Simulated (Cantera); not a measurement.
Mixture: H2 : O2 : N2 = 1 : 0.515 : 1.94 (molar parts), equivalence ratio 0.97, at 19500 Torr, adiabatic and at constant volume. Ignition delay is the time to a rise of 400 K.

Detailed kinetics in Cantera: the H2/O2 subset of GRI-Mech 3.0, which has no nitrogen chemistry. The hydrogen kinetics of GRI-Mech 3.0 are dated; newer H2 mechanisms differ, most at raised pressure. The pressure lies above the range GRI-Mech 3.0 was tuned for (to about 10 atm).

**Question.** What does this change do: O2 0.515 to 0.37 parts?

**Answer.** 
| quantity | before | after |
|---|---|---|
| delay at 1075 K | 1.07 ms | 1.06 ms |
| delay at 1175 K | 0.171 ms | 0.172 ms |
| delay at 1275 K | 29.0 µs | 29.7 µs |
| delay at 1375 K | 3.76 µs | 4.21 µs |
| delay at 1475 K | 0.919 µs | 1.11 µs |
| apparent activation energy between 1425 and 1525 K | 160 kJ/mol | 150 kJ/mol |

**Question.** What does this change do: pressure from 19500 Torr to 323 Torr?

**Answer.** 
```csv
quantity,before,after
delay at 1075 K,1.07 ms,0.215 ms
delay at 1175 K,0.171 ms,0.118 ms
delay at 1275 K,29.0 µs,76.8 µs
delay at 1375 K,3.76 µs,57.1 µs
delay at 1475 K,0.919 µs,47.8 µs
```
Where the delays flatten at high temperature, the 400 K rule measures the pace of heat release, not the induction time.
